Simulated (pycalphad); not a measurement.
An equivalent pycalphad script:

```python
from pycalphad import Database, equilibrium, calculate, variables as v
import numpy as np
db = Database('COST507.tdb')
comps = ['MG', 'AL', 'SI', 'VA']
phases = ['ALMG_BETA', 'ALMG_EPS', 'ALMG_GAMMA', 'DIAMOND_A4', 'FCC_A1', 'HCP_A3', 'LIQUID', 'MG2SI']
eq = equilibrium(db, comps, phases, {v.X('AL'): 0.0416, v.X('SI'): 0.0761, v.T: np.arange(1650, 349, -25), v.P: 101325, v.N: 1}, output=['HM', 'SM'])
```

All values are pycalphad results on the COST 507 light-alloy database (1999) (1 atm), not direct measurements. No gas phase is included, though pure Mg would boil below 1650 K. The database dates from 1999; later assessments differ in places, in temperatures and in the compounds included. Phase fractions are per mole of atoms. Kinetics are ignored, which matters at the lower temperatures.

Results at three of the temperatures:

```
T = 1650.00 K, P = 101325 Pa, N = 1 mol of atoms
G = -107824 J/mol, H = 48941 J/mol, S = 95.01 J/(mol K)  (SER reference)
chemical potentials (J/mol): Mg -104467, Al -135206, Si -131769
phase             fraction      x(Mg)      x(Al)      x(Si)
LIQUID              1.0000     0.8823     0.0416     0.0761
```

```
T = 1525.00 K, P = 101325 Pa, N = 1 mol of atoms
G = -96111 J/mol, H = 44731 J/mol, S = 92.36 J/(mol K)  (SER reference)
chemical potentials (J/mol): Mg -92850, Al -122048, Si -119744
phase             fraction      x(Mg)      x(Al)      x(Si)
LIQUID              1.0000     0.8823     0.0416     0.0761
```

```
T = 900.00 K, P = 101325 Pa, N = 1 mol of atoms
G = -44105 J/mol, H = 18515 J/mol, S = 69.58 J/(mol K)  (SER reference)
chemical potentials (J/mol): Mg -40179, Al -59946, Si -80963
phase             fraction      x(Mg)      x(Al)      x(Si)
LIQUID              0.8044     0.9347     0.0517     0.0135
MG2SI               0.1956     0.6667       none     0.3333
```

Changes of the phase set, refined by bisection:

```csv
T (K),phases above,phases below
1108.2,liquid,liquid + MG2SI
883.9,liquid + MG2SI,hcp + liquid + MG2SI
806.5,hcp + liquid + MG2SI,hcp + MG2SI
561.6,hcp + MG2SI,ALMG_GAMMA + hcp + MG2SI
```

Database names, with the compositions (at.%) that they take in these runs: MG2SI: Mg 67 Si 33; ALMG_GAMMA: Mg 59 Al 41. An entry "none" or "no" means that the model of the phase leaves that element out.
